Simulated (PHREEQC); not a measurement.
Model water analysis in mg/kgw, 25 °C, pH 3.53, pe 11.1:

```json
[
 {"constituent": "Na", "mg/kgw": "57.6"},
 {"constituent": "K", "mg/kgw": "4.7"},
 {"constituent": "Ca", "mg/kgw": "220"},
 {"constituent": "Mg", "mg/kgw": "0.896"},
 {"constituent": "Cl", "mg/kgw": "91.1"},
 {"constituent": "S(6) as SO4", "mg/kgw": "770"},
 {"constituent": "Zn", "mg/kgw": "12.8"},
 {"constituent": "Mn(2)", "mg/kgw": "3.22"},
 {"constituent": "Fe(3)", "mg/kgw": "99.5"},
 {"constituent": "Si as SiO2", "mg/kgw": "0.302"}
]
```

Valence states are taken as typed.

Computed with PHREEQC (ion-association model, wateq4f.dat).

Each row changes one thing in this solution. This is a speciation only: nothing precipitates in the calculation.

```
case                                               ionic strength (mol/kgw)  SO4-2 (mol/kgw)  Ca+2 (mol/kgw)  CaSO4 (mol/kgw)  FeSO4+ (mol/kgw)  FeOH+2 (mol/kgw)  SI of Gypsum (CaSO4:2H2O)  SI of Quartz (SiO2)
-------------------------------------------------  ------------------------  ---------------  --------------  ---------------  ----------------  ----------------  -------------------------  -------------------
as made                                                              0.0250          0.00568         0.00407          0.00142          0.000593          0.000585                      -0.56                -1.32
K from 4.7 to 2.35 mg/kgw                                            0.0250          0.00568         0.00407          0.00142          0.000593          0.000585                      -0.56                -1.32
all concentrations times 4 at the same typed pH                      0.0917           0.0194          0.0139              ___           0.00253           0.00138                        ___                -0.71
Si from 0.302 to 0.906 mg/kgw                                        0.0250          0.00568         0.00407          0.00142          0.000593          0.000585                      -0.56                  ___
temperature from 25 to 55 °C at the same typed pH                    0.0242          0.00576             ___          0.00166               ___          0.000519                      -0.55                -1.72
```

Task: Some entries are withheld; supply them.

Result: 
- all concentrations times 4 at the same typed pH, CaSO4 (mol/kgw): 0.00808
- all concentrations times 4 at the same typed pH, SI of Gypsum (CaSO4:2H2O): +0.20
- Si from 0.302 to 0.906 mg/kgw, SI of Quartz (SiO2): -0.84
- temperature from 25 to 55 °C at the same typed pH, Ca+2 (mol/kgw): 0.00382
- temperature from 25 to 55 °C at the same typed pH, FeSO4+ (mol/kgw): 0.000188

Some of these states are supersaturated (in Jarosite-K, Jarosite-Na, for instance). At this temperature some constants are extrapolated from 25 °C, and those without enthalpy data are left unchanged.
